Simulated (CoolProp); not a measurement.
A Linde-Hampson liquefier for ethylene: isothermal reversible compression at 290 K from 1 atm to 10 MPa, throttling to 1 atm, return gas leaving the recuperator 2 K below the feed. Each further row changes one setting.

Values from CoolProp's reference Helmholtz-energy equation of state, Smukala 2000.

```tsv
case	liquid yield per pass	compression work (kJ/kg of gas)
as stated	…	325
high pressure 20 MPa	…	350
warm-end temperature 320 K	…	386
warm-end gap 7 K	0.473	325
```

### Question
Fill in the missing entries.

### Answer

- as stated, liquid yield per pass: 0.479
- high pressure 20 MPa, liquid yield per pass: 0.506
- warm-end temperature 320 K, liquid yield per pass: 0.317
